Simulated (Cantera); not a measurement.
# MgO + N2 (sublimation and decomposition of ceramics)

A closed system holds: 1 mol MgO, 0.25 mol N2, equilibrated at 31000 Pa.

Cantera equilibrium calculation (NASA polynomials, part measured and part estimated; ideal gas, pure solids and liquids). Candidate condensed phases: Mg, MgO; 13 gas species. The numbers say what is thermodynamically allowed, not how fast it happens.

| T (K) | x N2 | x Mg | x NO | x O2 | n MgO(s) |
|---|---|---|---|---|---|
| 2050 | 1.000 | 4.43e-5 | 3.58e-5 | 2.77e-6 | 1.000 |
| 2100 | 1.000 | 8.06e-5 | 6.16e-5 | 6.35e-6 | 1.000 |
| 2150 | 1.000 | 0.000143 | 0.000103 | 1.38e-5 | 1.000 |
| 2200 | 1.000 | 0.000250 | 0.000166 | 2.87e-5 | 1.000 |
| 2250 | 0.999 | 0.000426 | 0.000262 | 5.71e-5 | 1.000 |
| 2300 | 0.999 | 0.000714 | 0.000403 | 0.000109 | 1.000 |
| 2350 | 0.998 | 0.00117 | 0.000605 | 0.000201 | 1.000 |
| 2400 | 0.997 | 0.00190 | 0.000889 | 0.000358 | 1.000 |
| 2450 | 0.994 | 0.00302 | 0.00128 | 0.000617 | 0.999 |
| 2500 | 0.991 | 0.00472 | 0.00181 | 0.00104 | 0.999 |
| 2550 | 0.987 | 0.00726 | 0.00252 | 0.00169 | 0.998 |
| 2600 | 0.980 | 0.0110 | 0.00344 | 0.00270 | 0.997 |
| 2650 | 0.970 | 0.0165 | 0.00464 | 0.00422 | 0.996 |
x: gas mole fraction; n: condensed amount in mol.

From 2050 K to 2650 K the condensed part is MgO(s). The main Mg-bearing gas is Mg throughout.
